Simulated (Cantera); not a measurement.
**B2O3 + H2O (boron, boron nitride and boron oxide)**

Feed: 1 mol B2O3, 3.2 mol H2O, equilibrated at 0.930 bar.

Cantera equilibrium calculation (NASA polynomials, part measured and part estimated; ideal gas, pure solids and liquids). Candidate condensed phases: B, B2O3, B3O3H3, H2O; 23 gas species. Gases not in the tables: H3BO3. The numbers say what is thermodynamically allowed, not how fast it happens.

| T (K) | x H2O | x HBO2 | x B2O3 | x (HBO2)3 | x H2 | x O2 | x OH | x BO2 | n B2O3(l) |
|---|---|---|---|---|---|---|---|---|---|
| 1400 | 0.985 | 0.00962 | 2.58e-6 | 0.00572 | 7.72e-5 | 3.57e-5 | 1.12e-5 | 1.37e-7 | 0.957 |
| 1450 | 0.979 | 0.0157 | 8.08e-6 | 0.00493 | 0.000126 | 5.80e-5 | 2.05e-5 | 4.08e-7 | 0.951 |
| 1500 | 0.971 | 0.0248 | 2.33e-5 | 0.00427 | 0.000200 | 9.07e-5 | 3.58e-5 | 1.13e-6 | 0.939 |
| 1550 | 0.958 | 0.0377 | 6.27e-5 | 0.00370 | 0.000306 | 0.000137 | 6.01e-5 | 2.91e-6 | 0.920 |
| 1600 | 0.940 | 0.0557 | 0.000158 | 0.00320 | 0.000455 | 0.000202 | 9.73e-5 | 7.07e-6 | 0.892 |
| 1650 | 0.916 | 0.0799 | 0.000374 | 0.00276 | 0.000658 | 0.000287 | 0.000152 | 1.62e-5 | 0.852 |
| 1700 | 0.884 | 0.111 | 0.000841 | 0.00235 | 0.000925 | 0.000397 | 0.000230 | 3.52e-5 | 0.797 |
| 1750 | 0.843 | 0.151 | 0.00180 | 0.00199 | 0.00126 | 0.000532 | 0.000335 | 7.30e-5 | 0.722 |
| 1800 | 0.792 | 0.199 | 0.00369 | 0.00165 | 0.00168 | 0.000690 | 0.000473 | 0.000145 | 0.622 |
| 1850 | 0.732 | 0.256 | 0.00724 | 0.00134 | 0.00218 | 0.000867 | 0.000646 | 0.000274 | 0.491 |
| 1900 | 0.660 | 0.320 | 0.0137 | 0.00105 | 0.00275 | 0.00105 | 0.000850 | 0.000499 | 0.320 |
| 1950 | 0.579 | 0.388 | 0.0250 | 0.000797 | 0.00338 | 0.00122 | 0.00108 | 0.000872 | 0.0931 |
| 2000 | 0.550 | 0.409 | 0.0318 | 0.000414 | 0.00427 | 0.00149 | 0.00142 | 0.00127 | 0 |
x: gas mole fraction; n: condensed amount in mol.

From 1400 K to 1950 K the condensed part is B2O3(l). At 2000 K nothing is condensed. The share of B in condensed phases is highest at 1400 K (95.7 %) and lowest at 2000 K (0.0 %).
